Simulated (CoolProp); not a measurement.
C3F8 (R218) at several states: Z from the reference equation and from simpler models built on Tc = 345.0 K, pc = 26.40 bar, ω = 0.317; each cubic takes its own stable root.

The numbers come from the reference Helmholtz-energy equation of state, Lemmon 2006 in CoolProp. It is a short technical equation, of lower accuracy than the large ones.

| T (K) | p (bar) | phase | reference | van der Waals | Soave-Redlich-Kwong | Peng-Robinson |
|---|---|---|---|---|---|---|
| 305.2 | 103 | liquid | ? | ? | 0.5659 | 0.5043 |
| 407.6 | 3.3 | gas | 0.9773 | 0.9750 | 0.9769 | 0.9729 |
| 221.1 | 0.891 | liquid | 0.005457 | 0.9711 | 0.005749 | 0.005089 |
| 313 | 10.9 | gas | ? | 0.8155 | 0.7620 | 0.7454 |
| 439.1 | 8.81 | gas | 0.9543 | 0.9439 | 0.9551 | ? |

**Question.** Complete the blanks.

**Answer.** 
- 305.2, reference: 0.5439
- 305.2, van der Waals: 0.7721
- 313, reference: 0.7533
- 439.1, Peng-Robinson: 0.9459

At some of these states van der Waals gives the other phase, because its saturation line lies elsewhere.
